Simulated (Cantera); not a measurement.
Input (Python, Cantera):

```python
import numpy as np
import cantera as ct

gas = ct.Solution("gri30.yaml")


def delay(T, t_max=10):
    gas.TPX = T, 420000, {'C3H8': 1, 'O2': 6.58, 'N2': 24.7}
    reactor = ct.IdealGasConstPressureReactor(gas, clone=False)
    net = ct.ReactorNet([reactor])
    net.rtol, net.atol = 1e-8, 1e-16
    while net.time < t_max:
        t_old, T_old = net.time, reactor.T
        net.step()
        if reactor.T > T + 400:  # ignition: a rise of 400 K
            return t_old + (T + 400 - T_old) / (reactor.T - T_old) * (net.time - t_old)
    return np.nan


taus = []
for T in [1300, 1400, 1500, 1600, 1700, 1800, 1900, 2000]:
    taus.append(delay(T))
    print(f"T0 = {T:6g} K   tau = {taus[-1]:.4e} s")
```

Output:

```
T0 =   1300 K   tau = 4.7362e-04 s
T0 =   1400 K   tau = 1.0577e-04 s
T0 =   1500 K   tau = 3.2511e-05 s
T0 =   1600 K   tau = 1.3216e-05 s
T0 =   1700 K   tau = 6.6975e-06 s
T0 =   1800 K   tau = 3.9970e-06 s
T0 =   1900 K   tau = 2.6841e-06 s
T0 =   2000 K   tau = 1.9625e-06 s
```

Detailed kinetics in Cantera: GRI-Mech 3.0 (53 species, 325 reactions). GRI-Mech 3.0 was tuned for natural gas; its chemistry of propane as a main component is partial and can be far from experiment.
